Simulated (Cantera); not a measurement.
Input: 1 mol SiC, 0.023 mol Si, 0.49 mol H2, held at 2200 K and 1000 Pa.

Method: chemical equilibrium by Gibbs-energy minimisation in Cantera with the NASA 1993 tables (ideal gas, pure condensed phases). Candidate condensed phases: C, C6H6, C7H8, C8H18, Si, SiC; 87 gas species. Mutual solubility and eutectic melting of coexisting phases are not modelled. Gases not in the tables: Si2H6 and higher silanes. Rates play no part.

Base state: H2 0.905, H 0.0536, Si 0.0369, Si2C 0.00216, SiH 0.00155, Si2 0.000590, SiH2 0.000270, Si3 0.000115 (mole fractions); condensed: Si(l) + SiC(s).

Task: What changes in the equilibrium state with this change: temperature from 2200 K to 1500 K?

Result: 
```csv
species,before,after
H2,0.905,1.000
H,0.0536,0.000176
SiH2,0.000270,1.50e-6
Si,0.0369,1.05e-6
Si2C,0.00216,1.60e-9
Si2,0.000590,1.35e-9
Si3,0.000115,<1e-9
SiC2,4.08e-5,<1e-9
"Si(l), mol",0.000782,0
"SiC(s), mol",0.999,1.00
"Si(s), mol",0,0.0230
```

Task: What changes in the equilibrium state with this change: pressure from 1000 Pa to 440 Pa?

Result: 
| species | before | after |
|---|---|---|
| H2 | 0.905 | 0.877 |
| H | 0.0536 | 0.0795 |
| Si | 0.0369 | 0.0393 |
| SiC2 | 4.08e-5 | 0.000198 |
| C2H2 (acetylene) | 2.67e-5 | 0.000118 |
| Si3 | 0.000115 | 2.71e-5 |
| Si(l), mol | 0.000782 | 0 |
| SiC(s), mol | 0.999 | 0.998 |

Task: What changes in the equilibrium state with this change: temperature from 2200 K to 2925 K?

Result: 
```
species             before     after
----------------  --------  --------
H                   0.0536     0.354
Si                  0.0369     0.307
SiC2               4.08e-5     0.223
H2                   0.905    0.0805
C3                   <1e-9    0.0137
C2                   <1e-9   0.00137
C5                   <1e-9  0.000199
C                  1.64e-8   0.00244
C4H2                 <1e-9   8.31e-5
Si(l), mol        0.000782         0
SiC(s), mol          0.999         0
C(graphite), mol         0    0.0391
```
